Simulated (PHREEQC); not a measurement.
PHREEQC input (ion-association model, wateq4f.dat):

```
SOLUTION_MASTER_SPECIES
  An  An-  0  An  62.0  # stands for a non-complexing anion
SOLUTION_SPECIES
  An- = An-
    -log_k 0
    -gamma 3.0 0
PHASES
  Fix_H+
    H+ = H+
    -log_k 0
SOLUTION 1
  temp 25
  units mmol/kgw
  pH 7 charge
  Cl 0.03
  Zn 0.032
  S(6) 0.017
  Na 50
  An 50
END
SELECTED_OUTPUT 1
  -reset false
  -pH true
  -pe true
  -ionic_strength true
  -water true
  -totals Cl Na S Zn S(-2) S(6)
  -molalities Hfo_wOH Hfo_wOH2+ Hfo_wO- Hfo_sOH Hfo_sOH2+ Hfo_sO- Hfo_wSO4- Hfo_wOHSO4-2 Hfo_sOZn+ Hfo_wOZn+
  -saturation_indices Zn(OH)2-e Zn4(OH)6SO4 Zn5(OH)8Cl2 Halite Mirabilite Goslarite
USER_PUNCH 1
  -headings sigma psi
  10 PUNCH EDL("sigma", "Hfo"), EDL("psi", "Hfo")
PRINT
  -reset false
USE solution 1
SURFACE 1
  Hfo_wOH 0.000404494 600 0.18
  Hfo_sOH 1.01124e-05
EQUILIBRIUM_PHASES 1
  Fix_H+ -3 HAn 10
    -force_equality true
  O2(g) -0.68 10
END
# ... the last block is repeated for the other 16 points of pH, with NaOH or the acid as the point needs
```

Selected output (columns that matter, 10 of 17 rows; pH added in front):

```
pH	mu	Na	S	Zn	m_Hfo_wOH	m_Hfo_wOH2+	si_Zn(OH)2-e	si_Zn4(OH)6SO4	si_Zn5(OH)8Cl2	si_Halite	si_Mirabilite	si_Goslarite	sigma	psi
3	0.051453	0.05	9.3443e-08	3.2e-05	1.1787e-05	0.00037579	-10.316	-37.1	-47.807	-7.5822	-9.1031	-10.297	0.32851	0.16483
3.75	0.050468	0.05	1.2538e-07	3.1998e-05	4.8332e-05	0.00033913	-8.8141	-32.445	-41.795	-7.5809	-8.955	-10.148	0.29235	0.15936
4.5	0.050256	0.05	3.2428e-07	3.1945e-05	0.00012129	0.00026526	-7.3143	-27.53	-35.796	-7.5806	-8.5385	-9.7319	0.22003	0.14494
4.88	0.050211	0.05	6.6769e-07	3.174e-05	0.0001624	0.00022304	-6.557	-24.946	-32.77	-7.5806	-8.2243	-9.4205	0.17886	0.13441
5.62	0.050153	0.05	3.3169e-06	2.8621e-05	0.00023247	0.00014989	-5.122	-19.989	-27.074	-7.5805	-7.5276	-8.7688	0.11034	0.11006
6.38	0.050106	0.05	1.1013e-05	2.0517e-05	0.00028445	9.0973e-05	-3.7472	-15.489	-21.72	-7.5804	-7.0061	-8.3925	0.063592	0.08312
7.12	0.050063	0.050011	1.607e-05	6.7427e-06	0.00029714	5.2486e-05	-2.7539	-12.831	-18.234	-7.5803	-6.8414	-8.7148	0.033444	0.054596
7.5	0.050067	0.050036	1.6744e-05	1.9575e-06	0.0002947	4.1737e-05	-2.5382	-12.711	-17.915	-7.5801	-6.823	-9.2412	0.021097	0.037792
8.25	0.050079	0.050065	1.6986e-05	1.1607e-07	0.00028945	3.0832e-05	-2.369	-13.528	-18.569	-7.5798	-6.8163	-10.566	0.00037977	0.00074322
9	0.050101	0.050099	1.6999e-05	2.8756e-08	0.00028113	2.3162e-05	-2.2431	-14.524	-19.44	-7.5796	-6.8155	-11.94	-0.020603	-0.037025
```

The oxide is taken as insoluble; below pH 4 it would dissolve.
